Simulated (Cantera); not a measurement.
**Adiabatic ignition**

An adiabatic, constant-volume homogeneous reactor starts with 9.06 % CO, 1.18 % H2, 0.444 % CH4, 18.8 % O2, 70.6 % N2, equivalence ratio 0.32, at 950 K and 17.0 bar.

Model: GRI-Mech 3.0 (53 species, 325 reactions), integrated in Cantera. The pressure lies above the range GRI-Mech 3.0 was tuned for (to about 10 atm). Below about 1000 K GRI-Mech 3.0 lacks low-temperature oxidation paths.

| t (s) | T (K) | P (bar) | x CO | x H2 | x CH4 | x HCN | x C2H6 | x HO2 |
|---|---|---|---|---|---|---|---|---|
| 2.00e-6 | 950 | 17.0 | 0.0906 | 0.0118 | 0.00444 | <1e-12 | <1e-12 | 1.36e-10 |
| 4.68e-6 | 950 | 17.0 | 0.0906 | 0.0118 | 0.00444 | <1e-12 | <1e-12 | 4.70e-10 |
| 1.10e-5 | 950 | 17.0 | 0.0906 | 0.0118 | 0.00444 | <1e-12 | <1e-12 | 1.35e-9 |
| 2.57e-5 | 950 | 17.0 | 0.0906 | 0.0118 | 0.00444 | <1e-12 | <1e-12 | 3.55e-9 |
| 6.02e-5 | 950 | 17.0 | 0.0906 | 0.0118 | 0.00444 | <1e-12 | <1e-12 | 9.18e-9 |
| 0.000141 | 950 | 17.0 | 0.0906 | 0.0118 | 0.00444 | <1e-12 | 1.90e-12 | 2.37e-8 |
| 0.000330 | 950 | 17.0 | 0.0906 | 0.0118 | 0.00444 | <1e-12 | 1.37e-11 | 6.11e-8 |
| 0.000773 | 950 | 17.0 | 0.0906 | 0.0118 | 0.00444 | <1e-12 | 1.29e-10 | 1.65e-7 |
| 0.00181 | 950 | 17.0 | 0.0906 | 0.0118 | 0.00444 | <1e-12 | 1.74e-9 | 4.97e-7 |
| 0.00424 | 951 | 17.0 | 0.0905 | 0.0118 | 0.00444 | <1e-12 | 2.55e-8 | 1.51e-6 |
| 0.00993 | 955 | 17.1 | 0.0903 | 0.0117 | 0.00442 | <1e-12 | 2.32e-7 | 3.62e-6 |
| 0.0233 | 1001 | 17.9 | 0.0877 | 0.0107 | 0.00414 | <1e-12 | 2.43e-6 | 1.87e-5 |
| 0.0545 | 2084 | 35.4 | 0.000120 | 5.30e-6 | <1e-12 | <1e-12 | <1e-12 | 3.17e-6 |
| 0.128 | 2078 | 35.3 | 0.000115 | 5.09e-6 | <1e-12 | <1e-12 | <1e-12 | 3.07e-6 |
| 0.299 | 2070 | 35.2 | 0.000109 | 4.86e-6 | <1e-12 | <1e-12 | <1e-12 | 2.96e-6 |
| 0.700 | 2068 | 35.1 | 0.000107 | 4.78e-6 | <1e-12 | <1e-12 | <1e-12 | 2.92e-6 |
x: mole fraction; the columns are a selection and need not sum to one.

The time of steepest temperature rise is 26.6 ms, the temperature at 0.700 s is 2068 K and the equilibrium temperature is 2067 K. The x(CO) at 0.700 s is 0.000107 (gas-phase equilibrium 0.000107) and the x(H2) at 0.700 s is 4.78e-6 (gas-phase equilibrium 4.78e-6). The x(CH4) at 0.700 s is <1e-12 (gas-phase equilibrium <1e-12).
